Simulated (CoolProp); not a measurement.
Saturation properties of R1224YDZ.

The numbers come from the reference Helmholtz-energy equation of state, Akasaka 2023 in CoolProp.

```json
[
 {"T (°C)": "33.45", "p (MPa)": "0.1971", "enthalpy of vaporisation (kJ/kg)": "160.2", "liquid cp (kJ/(kg K))": "1.167"},
 {"T (°C)": "43.75", "p (MPa)": "0.2740", "enthalpy of vaporisation (kJ/kg)": "154.8", "liquid cp (kJ/(kg K))": "1.191"},
 {"T (°C)": "54.15", "p (MPa)": "0.3729", "enthalpy of vaporisation (kJ/kg)": "149.0", "liquid cp (kJ/(kg K))": "1.217"},
 {"T (°C)": "64.45", "p (MPa)": "0.4954", "enthalpy of vaporisation (kJ/kg)": "142.9", "liquid cp (kJ/(kg K))": "1.246"},
 {"T (°C)": "74.75", "p (MPa)": "0.6459", "enthalpy of vaporisation (kJ/kg)": "136.3", "liquid cp (kJ/(kg K))": "1.279"},
 {"T (°C)": "85.15", "p (MPa)": "0.8303", "enthalpy of vaporisation (kJ/kg)": "129.1", "liquid cp (kJ/(kg K))": "1.317"},
 {"T (°C)": "95.45", "p (MPa)": "1.049", "enthalpy of vaporisation (kJ/kg)": "121.3", "liquid cp (kJ/(kg K))": "1.362"},
 {"T (°C)": "105.75", "p (MPa)": "1.308", "enthalpy of vaporisation (kJ/kg)": "112.5", "liquid cp (kJ/(kg K))": "1.417"},
 {"T (°C)": "116.15", "p (MPa)": "1.616", "enthalpy of vaporisation (kJ/kg)": "102.5", "liquid cp (kJ/(kg K))": "1.492"},
 {"T (°C)": "126.45", "p (MPa)": "1.973", "enthalpy of vaporisation (kJ/kg)": "90.76", "liquid cp (kJ/(kg K))": "1.603"},
 {"T (°C)": "136.85", "p (MPa)": "2.393", "enthalpy of vaporisation (kJ/kg)": "76.16", "liquid cp (kJ/(kg K))": "1.812"}
]
```

It boils at 14.9 °C under 1 atm.
